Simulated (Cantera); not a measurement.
Input: 1 mol C2H6, 3.4 mol H2, 23 mol N2, at 1975 °C.

These are equilibrium values from Cantera (NASA tables, ideal gas, pure condensed phases), not measurements of a reactor. Candidate condensed phases: C, C6H6, C7H8, C8H18; 92 gas species. The ideal-gas law is rough above about 30 bar. Kinetics and transport are ignored.

Q: What share of the C ends up in condensed phases as a function of P (Pa), at 10, 46, 220, 1000, 4600, 22000, 100000, 460000, 2200000, 10000000?

A: 
```json
[
 {"P (Pa)": "10", "C condensed (%)": "82.1", "as": "C(graphite)"},
 {"P (Pa)": "46", "C condensed (%)": "79.1", "as": "C(graphite)"},
 {"P (Pa)": "220", "C condensed (%)": "77.2", "as": "C(graphite)"},
 {"P (Pa)": "1000", "C condensed (%)": "76.3", "as": "C(graphite)"},
 {"P (Pa)": "4600", "C condensed (%)": "75.8", "as": "C(graphite)"},
 {"P (Pa)": "22000", "C condensed (%)": "75.6", "as": "C(graphite)"},
 {"P (Pa)": "100000", "C condensed (%)": "75.5", "as": "C(graphite)"},
 {"P (Pa)": "460000", "C condensed (%)": "75.4", "as": "C(graphite)"},
 {"P (Pa)": "2200000", "C condensed (%)": "75.0", "as": "C(graphite)"},
 {"P (Pa)": "10000000", "C condensed (%)": "73.8", "as": "C(graphite)"}
]
```
